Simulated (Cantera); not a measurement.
A perfectly stirred reactor is fed with CO : O₂ : H₂O : N₂ = 0.011 : 0.047 : 0.053 : 1 (molar parts), equivalence ratio 0.12, at 1.88 atm; it is held at 1250 K, and followed from long to short residence time.

Computed with Cantera and GRI-Mech 3.0 (53 species, 325 reactions).

What does this change do: temperature 1250 to 1300 K?


```csv
quantity,before,after
x(CO) at τ = 6.20 s,2.38e-5,1.75e-5
x(O₂) at τ = 6.20 s,0.0375,0.0375
x(H₂O) at τ = 6.20 s,0.0479,0.0479
x(H₂O₂) at τ = 6.20 s,1.35e-8,1.10e-8
x(HO₂) at τ = 6.20 s,1.51e-7,1.11e-7
x(CO) at τ = 27.0 ms,0.000970,0.000699
x(O₂) at τ = 27.0 ms,0.0380,0.0378
x(H₂O) at τ = 27.0 ms,0.0479,0.0479
x(H₂O₂) at τ = 27.0 ms,2.53e-7,2.04e-7
x(HO₂) at τ = 27.0 ms,4.57e-6,3.44e-6
```

What does this change do: O2 0.047 to 0.0076 parts?


```
quantity                  before     after
----------------------  --------  --------
x(CO) at τ = 6.20 s      2.38e-5   2.69e-5
x(O₂) at τ = 6.20 s       0.0375   0.00198
x(H₂O) at τ = 6.20 s      0.0479    0.0497
x(H₂O₂) at τ = 6.20 s    1.35e-8   1.38e-8
x(HO₂) at τ = 6.20 s     1.51e-7   1.42e-7
x(CO) at τ = 27.0 ms    0.000970  0.000962
x(O₂) at τ = 27.0 ms      0.0380   0.00254
x(H₂O) at τ = 27.0 ms     0.0479    0.0494
x(H₂O₂) at τ = 27.0 ms   2.53e-7   2.43e-7
x(HO₂) at τ = 27.0 ms    4.57e-6   1.79e-6
```
